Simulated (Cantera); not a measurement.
What does this Cantera script print?

```python
import numpy as np
import cantera as ct

gas_names = """
    CL CL2 H HCL H2 Si SiCL SiCL2 SiCL3 SiCL4 SiH SiHCL3 SiH2 SiH2CL2 SiH3 SiH3CL SiH4 Si2 Si3
""".split()
cond_names = """
    Si(cr) Si(L)
""".split()


# ... load() reads the species with a 1 bar reference pressure and builds the phases ...
atoms = {
    'Si': {'Si': 1},
    'HCl': {'H': 1, 'CL': 1},
    'H2': {'H': 2},
}
top_T = {}  # K; cautious upper limits of use, not melting points


# ... equilibrate(T, P, feed) seeds the gas with the atoms and calls Mixture.equilibrate('TP', solver="vcs", rtol=1e-11, max_steps=5000) ...
results = []
feed = {'Si': 1, 'HCl': 5.3, 'H2': 0.32}  # mol
P = 10000  # Pa
for T in [675, 725, 775, 825, 875, 925, 975, 1025, 1075, 1125, 1175, 1225, 1275]:
    mix = equilibrate(T, P, feed)
    results.append((T, P, feed, dict(zip(mix.species_names, mix.species_moles))))

top = {s: max(r[3][s] / sum(r[3][g] for g in gas_names) for r in results) for s in gas_names}
cols = sorted((s for s in top if top[s] > 0.001), key=lambda s: -top[s])[:6]
seen = [c for c in cond_names if any(r[3].get(c, 0) > 1e-12 for r in results)]
print("log10 of partial pressures in bar; condensed amounts in mol")
print(f"{'T/K':>10s}" + "".join(f"{s[:9]:>10s}" for s in cols + seen))
for T, P, feed, n in results:
    ng = sum(n[g] for g in gas_names)
    print(f"{T:10.4g}" + "".join(f"{np.log10(max(n[s] / ng * P / 1e5, 1e-99)):10.3f}" for s in cols)
          + "".join(f"{n.get(c, 0):10.4g}" for c in seen))
```

Result:

```
log10 of partial pressures in bar; condensed amounts in mol
       T/K        H2       HCL     SiCL4     SiCL3    SiHCL3     SiCL2
       675    -1.299    -1.551    -1.665    -9.105    -5.295   -13.887
       725    -1.299    -1.551    -1.665    -8.160    -4.924   -12.267
       775    -1.299    -1.550    -1.665    -7.339    -4.603   -10.861
       825    -1.300    -1.550    -1.666    -6.620    -4.323    -9.630
       875    -1.300    -1.549    -1.666    -5.986    -4.077    -8.543
       925    -1.300    -1.549    -1.668    -5.422    -3.859    -7.577
       975    -1.301    -1.547    -1.669    -4.918    -3.666    -6.715
      1025    -1.302    -1.545    -1.672    -4.467    -3.495    -5.942
      1075    -1.304    -1.542    -1.676    -4.061    -3.343    -5.247
      1125    -1.306    -1.538    -1.682    -3.698    -3.211    -4.623
      1175    -1.310    -1.531    -1.693    -3.375    -3.100    -4.067
      1225    -1.317    -1.519    -1.711    -3.094    -3.014    -3.578
      1275    -1.328    -1.500    -1.741    -2.859    -2.962    -3.164
```

Equilibrium computed with Cantera from the NASA thermochemical tables; the gas is ideal and each condensed phase is pure. The tables' values for SiCl3 are old estimates; treat these amounts as uncertain.
